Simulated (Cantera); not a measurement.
Feed: 1 mol Ti, a varied amount of H2O, held at 1725 K and 133 Pa.

Points: n(H2O) (mol) = 0.22, 0.27, 0.35, 0.44, 0.55, 0.7, 0.89.

Cantera's Mixture.equilibrate('TP', solver="vcs", rtol=1e-11, max_steps=5000) on the NASA tables stopped like this:

```
03
   condensed (mol): Ti(b) 0.73  TiO(b) 0.27
T = 1725 K  P = 133.322 Pa  n(H2O) = 0.35 mol  gas = 0.3509 mol
   x: H2 9.948e-01  H 5.073e-03
   condensed (mol): Ti(b) 0.65  TiO(b) 0.35
T = 1725 K  P = 133.322 Pa  n(H2O) = 0.44 mol  gas = 0.4412 mol
   x: H2 9.948e-01  H 5.073e-03
   condensed (mol): Ti(b) 0.56  TiO(b) 0.44
T = 1725 K  P = 133.322 Pa  n(H2O) = 0.55 mol  gas = 0.5515 mol
   x: H2 9.948e-01  H 5.073e-03
   condensed (mol): Ti(b) 0.4499  TiO(b) 0.55
T = 1725 K  P = 133.322 Pa  n(H2O) = 0.7 mol  gas = 0.7019 mol
   x: H2 9.948e-01  H 5.073e-03
   condensed (mol): Ti(b) 0.2999  TiO(b) 0.7

*******************************************************************************
CanteraError thrown by VCS_SOLVE::solve_tp_inner:
vcs_solve_TP: ERROR on step change wt[15:Ti4O7(s)]: -6.938893903907228e-18 < 0.0
*******************************************************************************
```

What got this run through?

One answer among several that fit: The failure is numerical, not chemical. The same input converged with solver="gibbs", rtol=1e-10, max_steps=50000, and the result passed a check of the equilibrium conditions:
```
T = 1725 K  P = 133.322 Pa  n(H2O) = 0.22 mol  gas = 0.2206 mol
   x: H2 9.948e-01  H 5.073e-03
   condensed (mol): Ti(b) 0.78  TiO(b) 0.22
T = 1725 K  P = 133.322 Pa  n(H2O) = 0.27 mol  gas = 0.2707 mol
   x: H2 9.948e-01  H 5.073e-03
   condensed (mol): Ti(b) 0.73  TiO(b) 0.27
T = 1725 K  P = 133.322 Pa  n(H2O) = 0.35 mol  gas = 0.3509 mol
   x: H2 9.948e-01  H 5.073e-03
   condensed (mol): Ti(b) 0.65  TiO(b) 0.35
T = 1725 K  P = 133.322 Pa  n(H2O) = 0.44 mol  gas = 0.4412 mol
   x: H2 9.948e-01  H 5.073e-03
   condensed (mol): Ti(b) 0.56  TiO(b) 0.44
T = 1725 K  P = 133.322 Pa  n(H2O) = 0.55 mol  gas = 0.5515 mol
   x: H2 9.948e-01  H 5.073e-03
   condensed (mol): Ti(b) 0.4499  TiO(b) 0.55
T = 1725 K  P = 133.322 Pa  n(H2O) = 0.7 mol  gas = 0.7019 mol
   x: H2 9.948e-01  H 5.073e-03
   condensed (mol): Ti(b) 0.2999  TiO(b) 0.7
T = 1725 K  P = 133.322 Pa  n(H2O) = 0.89 mol  gas = 0.8924 mol
   x: H2 9.948e-01  H 5.073e-03
   condensed (mol): Ti(b) 0.1099  TiO(b) 0.89
```

The gas is ideal and each condensed phase is pure. Mutual solubility and eutectic melting of coexisting phases are not modelled. TiO: taken at fixed stoichiometry. Condensed phases not in the tables: N, O or C dissolved in the metal.
